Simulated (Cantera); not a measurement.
Sublimation and decomposition of ceramics: SiC + C + H2

Input: 1 mol SiC, 0.064 mol C, 4.7 mol H2, equilibrated at 1000 Pa.

Method: chemical equilibrium by Gibbs-energy minimisation in Cantera with the NASA 1993 tables (ideal gas, pure condensed phases). Candidate condensed phases: C, C6H6, C7H8, C8H18, Si, SiC; 87 gas species. Gases not in the tables: Si2H6 and higher silanes. Rates play no part.

```tsv
T (K)	x H2	x H	x Si	x C2H2 (acetylene)	x SiC2	n C(graphite)	n SiC(s)
1875	0.993	0.00653	3.03e-5	0.000315	6.72e-7	0.0612	1.000
1925	0.990	0.00951	7.15e-5	0.000453	2.06e-6	0.0601	1.000
1975	0.986	0.0136	0.000161	0.000640	5.94e-6	0.0587	0.999
2025	0.980	0.0190	0.000350	0.000887	1.62e-5	0.0573	0.998
2075	0.972	0.0263	0.000730	0.00121	4.23e-5	0.0561	0.996
2125	0.961	0.0356	0.00147	0.00161	0.000105	0.0558	0.991
2175	0.947	0.0475	0.00287	0.00211	0.000250	0.0577	0.983
2225	0.928	0.0624	0.00542	0.00272	0.000572	0.0640	0.966
```
x: gas mole fraction; n: condensed amount in mol.

From 1875 K to 2225 K the condensed part is C(graphite) + SiC(s). The main Si-bearing gas is Si throughout.
